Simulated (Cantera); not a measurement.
Charge: 1 mol S, 0.044 mol SO2, at 525 °C and 13.3 mbar.

Cantera equilibrium calculation (NASA polynomials, part measured and part estimated; ideal gas, pure solids and liquids). Candidate condensed phases: S; 10 gas species. Gases not in the tables: S3 to S7. Kinetics and transport are ignored.

Base state: S2 0.916, SO2 0.0782, S2O 0.00584, S8 0.000414 (mole fractions); condensed: gas only.

**Question.** What changes in the equilibrium state with this change: temperature from 525 °C to 2825 °C?

**Answer.** 
| species | before | after |
|---|---|---|
| S | <1e-9 | 0.829 |
| S2 | 0.916 | 0.0822 |
| SO | 1.31e-6 | 0.0688 |
| SO2 | 0.0782 | 0.00116 |
| O | <1e-9 | 0.0181 |
| S8 | 0.000414 | <1e-9 |
| O2 | <1e-9 | 0.000178 |
